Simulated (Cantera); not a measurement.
A freely propagating, adiabatic, planar premixed flame of 14.0 % H2, 12.8 % O2, 61.2 % N2, 12.1 % H2O, unburnt at 450 K and 13300 Pa; mixture-averaged transport, grid criteria slope 0.08 and curve 0.16, no radiation.

Cantera simulation using the H2/O2 subset of GRI-Mech 3.0, which has no nitrogen chemistry; the numbers are that mechanism's predictions, not measurements. Burning velocities carry a grid error of a few per cent, more on coarse grids. Lean hydrogen flames are cellular in practice and burn faster than this planar one.

### Question
Predict: laminar burning velocity; thermal thickness; peak x(HO2); peak x(H); peak x(O).

### Answer
* **laminar burning velocity**: 88.4 cm/s
* **thermal thickness**: 5.13 mm
* **peak x(HO2)**: 0.000100
* **peak x(H)**: 0.00817
* **peak x(O)**: 0.00328
